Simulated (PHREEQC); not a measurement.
0.66 g of hydrous ferric oxide (600 m²/g; 0.2 weak and 0.005 strong sites per Fe, Dzombak-Morel constants, diffuse double layer) in 1 kg of water with 0.1 mol/kgw of an inert sodium salt and 0.79 mmol/kgw ZnSO4, at 25 °C; the pH is set by adding NaOH or the inert anion's acid. Oxygen is held at 0.21 atm. The system is closed to CO2. No solid was allowed to form.

Base run: PHREEQC, ion-association model, wateq4f.dat. Each further column changes one thing. The table gives S sorbed (%).

```csv
pH,base,no electrostatic term (-no_edl),background salt from 0.1 to 0.01 mol/kgw,oxide from 0.66 to 3.3 g/kgw,0.00039 mol/kgw BaCl2 added
3,63.9,0.1,82.4,99.7,63.6
4.33,61.0,0.1,78.2,99.4,60.7
5,53.5,0.1,68.8,98.4,53.2
5.67,39.7,0.1,52.9,93.3,39.4
7,18.3,0.1,30.4,39.5,18.1
8.33,3.2,0.1,8.4,1.0,3.1
9,0.4,0.1,1.2,0.1,0.4
9.67,0.0,0.0,0.1,0.0,0.0
11,0.0,0.0,0.0,0.0,0.0
```

In at least one series the solution becomes supersaturated in solids that the run did not let form, among them Zn(OH)2-a. The oxide is taken as insoluble; below pH 4 it would dissolve.
